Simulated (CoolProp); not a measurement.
The fluid at 301.8 K and 0.0151 MPa expands adiabatically to 0.00163 MPa with isentropic efficiency 0.9. The same conditions are run with several fluids, on thermodynamics alone (safety and materials aside).

The numbers come from the reference Helmholtz-energy equation of state of each fluid (tetrahydrofuran: Fiedler 2023; c-C4F8 (RC318): Platzer 1990; C3F8 (R218): Lemmon 2006; isohexane: Lemmon 2006; carbonyl sulfide: Lemmon 2006) in CoolProp. The equations of Platzer and Polt are older, rougher fits.

```json
[
 {"fluid": "tetrahydrofuran", "work (kJ/kg)": "___", "final temperature (K)": "250.3", "final phase": "___", "final density (kg/m³)": "0.0580"},
 {"fluid": "c-C4F8 (RC318)", "work (kJ/kg)": "23.6", "final temperature (K)": "270.6", "final phase": "gas", "final density (kg/m³)": "___"},
 {"fluid": "C3F8 (R218)", "work (kJ/kg)": "25.1", "final temperature (K)": "___", "final phase": "gas", "final density (kg/m³)": "0.137"},
 {"fluid": "isohexane", "work (kJ/kg)": "54.3", "final temperature (K)": "266.9", "final phase": "gas", "final density (kg/m³)": "___"},
 {"fluid": "carbonyl sulfide", "work (kJ/kg)": "66.7", "final temperature (K)": "198.0", "final phase": "gas", "final density (kg/m³)": "___"}
]
```

Q: Some entries are withheld; supply them.

A: 
- tetrahydrofuran, work (kJ/kg): 61.8
- tetrahydrofuran, final phase: two-phase, vapour fraction 0.974
- c-C4F8 (RC318), final density (kg/m³): 0.145
- C3F8 (R218), final temperature (K): 268.9
- isohexane, final density (kg/m³): 0.0634
- carbonyl sulfide, final density (kg/m³): 0.0595
